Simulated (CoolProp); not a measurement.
20 sccm (0 °C, 1 atm) of nitrogen bubbles through liquid tetrahydrofuran at 287.9 K and leaves saturated at a total pressure of 0.147 MPa (ideal gas phase). Each further row changes one setting.

Computed with CoolProp (reference Helmholtz-energy equation of state, Fiedler 2023).

```csv
case,vapour pressure (kPa),mole fraction of vapour,delivery (mg/min),delivery (sccm),change of delivery for a bath 1 K warmer (%)
as stated,13.5,0.0921,6.52,2.03,5.4
bath temperature 292.9 K,17.1,0.116,8.47,2.63,5.3
total pressure 0.294 MPa,13.5,0.0460,3.10,0.965,5.1
```
